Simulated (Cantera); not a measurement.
Input (Python, Cantera) and output of one run.

```python
import numpy as np
import cantera as ct

gas_names = """
    NO NO2
""".split()
cond_names = """
    V2O5(s) V2O5(L) V2O3(s) V2O3(L)
""".split()


# ... load() reads the species with a 1 bar reference pressure and builds the phases ...
species = {s.name: s for s in load("nasa_gas.yaml", gas_names) + load("nasa_condensed.yaml", cond_names)}
# Each term lists the table entries of one substance; the one whose range holds T is used.
reactions = {
    'V2O5 + 2 NO(g) = V2O3 + 2 NO2(g)':
        [(-1, ['V2O5(s)', 'V2O5(L)']), (-2, ['NO']), (1, ['V2O3(s)', 'V2O3(L)']), (2, ['NO2'])],
}


def pick(names, T):
    return next(species[n] for n in names if species[n].thermo.min_temp <= T <= species[n].thermo.max_temp)


results = []
for label, terms in reactions.items():
    print(label)
    print("     T/K   dH/kJ  dS/(J/K)   dG/kJ   log10 K")
    for T in [1500, 1700, 1900, 2100, 2300, 2500, 2700, 2900]:
        used = [(nu, pick(names, T)) for nu, names in terms]
        dH = sum(nu * s.thermo.h(T) for nu, s in used) / 1e6
        dS = sum(nu * s.thermo.s(T) for nu, s in used) / 1e3
        dG = dH - T * dS / 1e3
        logK = -dG * 1e6 / (ct.gas_constant * T * np.log(10))
        results.append((label, T, dH, dS, dG, logK, [s.name for _, s in used]))
        print(f"{T:8g} {dH:8.1f} {dS:8.1f} {dG:8.1f} {logK:8.2f}")
```

It prints:

```
V2O5 + 2 NO(g) = V2O3 + 2 NO2(g)
     T/K   dH/kJ  dS/(J/K)   dG/kJ   log10 K
    1500    142.5    -58.1    229.6    -8.00
    1700    143.9    -57.2    241.2    -7.41
    1900    146.7    -55.7    252.5    -6.94
    2100    151.1    -53.5    263.4    -6.55
    2300    156.9    -50.8    273.9    -6.22
    2500    277.2      0.5    275.9    -5.76
    2700    279.5      1.4    275.7    -5.33
    2900    282.0      2.3    275.3    -4.96
```

Source: NASA polynomial tables (part measured, part estimated), evaluated in Cantera. Condensed species are held in their standard states even where they would react or evaporate.
